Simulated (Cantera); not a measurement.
Thermal oxidation and active oxidation of silicon: Si + CO2 + H2

Charge: 1 mol Si, 2.2 mol CO2, 33 mol H2, at 1275 °C and 0.370 bar.

These are equilibrium values from Cantera (NASA tables, ideal gas, pure condensed phases), not measurements of a reactor. Candidate condensed phases: C, C6H6, C7H8, C8H18, H2O, Si, SiC, SiO2; 123 gas species. The tables hold silica as quartz up to 1696 K and as liquid above; real silica turns to tridymite and cristobalite and melts near 1996 K. Equilibrium is a limit: real reactors are often held back by kinetics, nucleation or transport.

```yaml
x(H2): 0.932
x(CO): 0.0624
x(H2O): 0.00555
x(CO2): 0.000133
x(H): 4.89e-5
x(CH4): 3.13e-6
x(SiO): 2.98e-6
n(SiO2(β-quartz)): 1.000 mol
gas_amount: 35.20 mol
log10 activity of C(graphite) (absent): -2.32
log10 activity of Si(s) (absent): -6.08
```
